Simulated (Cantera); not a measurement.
# Catalytic stagnation flow on Pt

A jet of 2.13 % CH4, 13.8 % O2, 84.0 % N2, equivalence ratio 0.31 at 300 K and 65.3 Torr hits a platinum plate 5.1 cm away at a mass flux of 0.058 kg/m²/s; the plate temperature is set and raised in steps from an oxygen-covered start.

Model: Deutschmann's 1995 Pt surface mechanism with GRI-Mech 3.0 gas chemistry, integrated in Cantera. Catalytic surfaces can have several steady states; this one follows from the mechanism file's or the stated starting coverage.

```tsv
plate T (K)	wall x CH4	wall x O2	wall x H2O	wall x OH	wall x CO	wall x CO2	θ free Pt	θ O*
950	0.0112	0.117	0.0188	7.89e-8	5.79e-6	0.0124	0.262	0.737
1000	0.00849	0.111	0.0237	2.18e-7	5.95e-6	0.0156	0.332	0.667
1050	0.00652	0.107	0.0273	5.31e-7	6.07e-6	0.0180	0.401	0.598
1100	0.00513	0.104	0.0298	1.17e-6	6.28e-6	0.0197	0.468	0.531
1150	0.00415	0.102	0.0315	2.36e-6	6.63e-6	0.0208	0.532	0.467
1200	0.00344	0.101	0.0327	4.43e-6	7.16e-6	0.0216	0.593	0.406
1250	0.00292	0.0997	0.0335	7.83e-6	7.97e-6	0.0220	0.649	0.350
1300	0.00247	0.0991	0.0341	1.32e-5	9.61e-6	0.0222	0.700	0.299
```
x: mole fraction at the wall; θ: surface coverage.
